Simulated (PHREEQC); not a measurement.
A solution holds 0.0029 mol/kgw HCl, 0.0002 mol/kgw FeCl2 and 4.4e-05 mol/kgw MgCl2, at 25 °C. Closed to the air; pH follows from the charge balance.

All values are PHREEQC results (ion-association model, phreeqc.dat), not measurements.

Precipitation was switched off in this run.

**Question.** Estimate the pH, specific conductance.

**Answer.** pH 2.56; specific conductance 1240 µS/cm.
